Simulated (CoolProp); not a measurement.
Vapour-liquid equilibrium of CH2F2 (R32) (1) + R142b (2) at 0.362 MPa; x and y are mole fractions of (1).

Model: multi-fluid Helmholtz-energy mixture model, Tillner-Roth 1997 and Lemmon 2006; pair parameters Bell 2016, in CoolProp.

```json
[
 {"x": "0.05", "bubble temperature (K)": "293.9", "y at the bubble point": "0.206", "dew temperature at overall composition x (K)": "298.9", "liquid density (mol/L)": "___"},
 {"x": "0.125", "bubble temperature (K)": "285.5", "y at the bubble point": "0.430", "dew temperature at overall composition x (K)": "296.6", "liquid density (mol/L)": "12.01"},
 {"x": "0.2", "bubble temperature (K)": "278.6", "y at the bubble point": "0.582", "dew temperature at overall composition x (K)": "294.1", "liquid density (mol/L)": "12.62"},
 {"x": "0.275", "bubble temperature (K)": "273.0", "y at the bubble point": "0.685", "dew temperature at overall composition x (K)": "291.5", "liquid density (mol/L)": "13.24"},
 {"x": "0.35", "bubble temperature (K)": "268.5", "y at the bubble point": "0.757", "dew temperature at overall composition x (K)": "288.8", "liquid density (mol/L)": "13.87"},
 {"x": "0.425", "bubble temperature (K)": "264.9", "y at the bubble point": "0.808", "dew temperature at overall composition x (K)": "285.8", "liquid density (mol/L)": "___"},
 {"x": "0.5", "bubble temperature (K)": "262.0", "y at the bubble point": "0.847", "dew temperature at overall composition x (K)": "282.5", "liquid density (mol/L)": "15.23"},
 {"x": "0.575", "bubble temperature (K)": "259.5", "y at the bubble point": "0.877", "dew temperature at overall composition x (K)": "279.0", "liquid density (mol/L)": "15.98"},
 {"x": "0.65", "bubble temperature (K)": "257.5", "y at the bubble point": "0.902", "dew temperature at overall composition x (K)": "275.0", "liquid density (mol/L)": "16.78"},
 {"x": "0.725", "bubble temperature (K)": "255.7", "y at the bubble point": "0.923", "dew temperature at overall composition x (K)": "270.6", "liquid density (mol/L)": "17.64"},
 {"x": "0.8", "bubble temperature (K)": "254.1", "y at the bubble point": "0.943", "dew temperature at overall composition x (K)": "265.5", "liquid density (mol/L)": "18.60"},
 {"x": "0.875", "bubble temperature (K)": "252.6", "y at the bubble point": "0.963", "dew temperature at overall composition x (K)": "___", "liquid density (mol/L)": "19.66"},
 {"x": "0.95", "bubble temperature (K)": "251.1", "y at the bubble point": "0.984", "dew temperature at overall composition x (K)": "253.6", "liquid density (mol/L)": "20.84"}
]
```

Problem. Fill in the missing entries.

Solution. 
- 0.05, liquid density (mol/L): 11.40
- 0.425, liquid density (mol/L): 14.54
- 0.875, dew temperature at overall composition x (K): 259.7

No azeotrope shows between x = 0.05 and 0.95.

The pair parameters rest on a limited set of measurements; away from them the model extrapolates.
